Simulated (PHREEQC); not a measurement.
0.16 g of hydrous ferric oxide (600 m²/g; 0.2 weak and 0.005 strong sites per Fe, Dzombak-Morel constants, diffuse double layer) in 1 kg of water with 0.005 mol/kgw of an inert sodium salt and 7.5e-07 mol/kgw MgCl2 and 4.4e-05 mol/kgw ZnSO4, at 25 °C; the pH is set by adding NaOH or the inert anion's acid. O2 is buffered at 0.21 atm. No CO2 enters from the air. Nothing may precipitate in this run.

Equilibrium calculation in PHREEQC: ion-association model, wateq4f.dat.

```tsv
pH	Mg sorbed (%)	S sorbed (%)	Zn sorbed (%)
3	0.0	100.0	0.0
3.38	0.0	100.0	0.0
3.75	0.0	99.9	0.0
4.12	0.0	99.9	0.0
4.5	0.0	99.7	0.2
4.88	0.0	98.9	0.9
5.25	0.0	96.5	3.6
5.62	0.0	89.2	10.3
6	0.0	73.2	19.0
6.38	0.0	50.3	29.9
6.75	0.1	28.7	50.0
7.12	0.6	12.9	75.4
7.5	2.4	3.9	92.5
7.88	10.9	0.9	98.2
8.25	38.4	0.2	99.5
8.62	76.4	0.0	99.8
9	94.6	0.0	99.9
```

Complexes and solids missing from the database can't appear. The oxide is taken as insoluble; below pH 4 it would dissolve.
